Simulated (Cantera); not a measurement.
What does this Cantera script print?

```python
import numpy as np
import cantera as ct

gas = ct.Solution("gri30.yaml")
gas.TPX = 2575, 14000, {'CH4': 0.015, 'H2': 1}
reactor = ct.IdealGasConstPressureReactor(gas, energy="off", clone=False)
net = ct.ReactorNet([reactor])
net.rtol, net.atol = 1e-08, 1e-18
show = ['CH4', 'H2', 'CH3', 'C2H2', 'C2H4']
times = np.geomspace(0.0007, 5, 12)

steps = ct.SolutionArray(gas, extra=["t"])
rows = []
print(f"{'t/s':>10s}{'T/K':>9s}{'P/Pa':>11s}" + "".join(f"{s:>11s}" for s in show))
for t in times:
    while net.time < t:
        t_next = net.step()
        steps.append(gas.state, t=t_next)
    rows.append([np.interp(t, steps.t, y) for y in (steps.T, steps.P, *steps(*show).X.T)])
    print(f"{t:10.3e}{rows[-1][0]:9.1f}{rows[-1][1]:11.4g}" + "".join(f"{x:11.3e}" for x in rows[-1][2:]))
rate = np.gradient(steps.T, steps.t)
print("integrator steps:", len(steps.t))
if steps.T.max() > steps.T[0] + 200:
    print(f"time of steepest temperature rise: {steps.t[rate.argmax()]:.4e} s")
gas.TPX = 2575, 14000, {'CH4': 0.015, 'H2': 1}
gas.equilibrate("TP")
print(f"equilibrium (TP): T = {gas.T:.1f} K  " + "  ".join(f"{s} {gas[s].X[0]:.3e}" for s in show))
```

Result:

```
       t/s      T/K       P/Pa        CH4         H2        CH3       C2H2       C2H4
 7.000e-04   2575.0    1.4e+04  8.291e-04  9.479e-01  6.826e-04  6.310e-03  2.994e-06
 1.568e-03   2575.0    1.4e+04  2.082e-04  9.403e-01  2.047e-04  6.839e-03  1.106e-06
 3.514e-03   2575.0    1.4e+04  5.586e-05  9.307e-01  6.579e-05  6.949e-03  7.870e-07
 7.873e-03   2575.0    1.4e+04  1.902e-05  9.184e-01  2.718e-05  6.935e-03  6.152e-07
 1.764e-02   2575.0    1.4e+04  1.189e-05  9.077e-01  1.962e-05  6.897e-03  5.141e-07
 3.952e-02   2575.0    1.4e+04  1.084e-05  9.045e-01  1.864e-05  6.884e-03  4.884e-07
 8.855e-02   2575.0    1.4e+04  1.080e-05  9.043e-01  1.860e-05  6.883e-03  4.874e-07
 1.984e-01   2575.0    1.4e+04  1.080e-05  9.043e-01  1.860e-05  6.883e-03  4.874e-07
 4.445e-01   2575.0    1.4e+04  1.080e-05  9.043e-01  1.860e-05  6.883e-03  4.874e-07
 9.960e-01   2575.0    1.4e+04  1.080e-05  9.043e-01  1.860e-05  6.883e-03  4.874e-07
 2.232e+00   2575.0    1.4e+04  1.080e-05  9.043e-01  1.860e-05  6.883e-03  4.874e-07
 5.000e+00   2575.0    1.4e+04  1.080e-05  9.043e-01  1.860e-05  6.883e-03  4.874e-07
integrator steps: 1347
equilibrium (TP): T = 2575.0 K  CH4 1.096e-05  H2 9.043e-01  CH3 1.887e-05  C2H2 6.883e-03  C2H4 4.875e-07
```

Detailed kinetics in Cantera: GRI-Mech 3.0 (53 species, 325 reactions). GRI-Mech 3.0 stops at C3 and has no aromatics, soot or wall deposition, so with more carbon than oxygen in the feed, carbon stays in small species such as C2H2 where larger ones or solid carbon would form.
